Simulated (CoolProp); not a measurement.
The numbers come from the reference Helmholtz-energy equation of state, Zhou 2012 in CoolProp.

Q: Give the vapour pressure (kPa), vapour density (kg/m³), vapour viscosity (µPa s), liquid conductivity (mW/(m K)) of saturated m-xylene at 487.2, 506.3 K.

A: 
```
T (K)  p (kPa)  vapour density (kg/m³)  vapour viscosity (µPa s)  liquid conductivity (mW/(m K))
-----  -------  ----------------------  ------------------------  ------------------------------
487.2      534                    16.2                      10.5                            85.4
506.3      748                    22.9                      11.0                            82.3
```

Viscosity comes from a separate model (Cao 2016). Thermal conductivity comes from a separate model (Mylona 2014).
